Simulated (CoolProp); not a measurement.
Vapour-liquid equilibrium of trans-2-butene (1) + acetone (2) at 16.95 °C; x and y are mole fractions of (1).

Model: multi-fluid Helmholtz-energy mixture model, Lemmon 2005 and Lemmon 2006; pair parameters Bell 2016, in CoolProp.

Question: Give the bubble pressure and the first vapour's composition at x = 0.125, 0.425, 0.95. Is there an azeotrope?

Answer: x = 0.125: 0.7700 bar, y = 0.745; x = 0.425: 1.388 bar, y = 0.883; x = 0.95: 1.760 bar, y = 0.975. No azeotrope shows between x = 0.05 and 0.95.

The pair parameters rest on a limited set of measurements; away from them the model extrapolates. With so large a gap from Raoult's law the liquid may split in two, which this calculation doesn't test in full.
